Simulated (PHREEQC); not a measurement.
Model water analysis in mg/L, 25 °C, pH 3.07, pe 8.2: Na 692; K 523; Ca 342; Mg 21.4; Cl 628; S(6) as SO4 2220; Cu(2) 6.58; Li 0.36; Zn 56; Cd 168.

Valence states are taken as typed.

Model: ion-association model, phreeqc.dat, run in PHREEQC.

Each row changes one thing in this solution. Precipitation was switched off in this run.

| case | ionic strength (mol/kgw) | HSO4- (mol/kgw) | KSO4- (mol/kgw) | Cd+2 (mol/kgw) | CdSO4 (mol/kgw) | CdCl+ (mol/kgw) | SI of Gypsum (CaSO4:2H2O) | SI of Halite (NaCl) |
|---|---|---|---|---|---|---|---|---|
| as made | 0.0802 | 0.000699 | 0.000589 | 0.000584 | 0.000440 | 0.000379 | -0.22 | -5.07 |
| Cd from 168 to 504 mg/L | (withheld) | 0.000660 | 0.000557 | (withheld) | 0.00129 | 0.00112 | -0.23 | -5.09 |
| temperature from 25 to 10 °C at the same typed pH | (withheld) | 0.000535 | 0.000472 | (withheld) | 0.000431 | 0.000371 | -0.17 | -5.05 |

**Question.** Complete the blanks.

**Answer.** 
- Cd from 168 to 504 mg/L, ionic strength (mol/kgw): 0.0815
- Cd from 168 to 504 mg/L, Cd+2 (mol/kgw): 0.00182
- temperature from 25 to 10 °C at the same typed pH, ionic strength (mol/kgw): 0.0816
- temperature from 25 to 10 °C at the same typed pH, Cd+2 (mol/kgw): 0.000592

Away from 25 °C the constants follow the database's enthalpies or fits; those with neither stay at their 25 °C values.
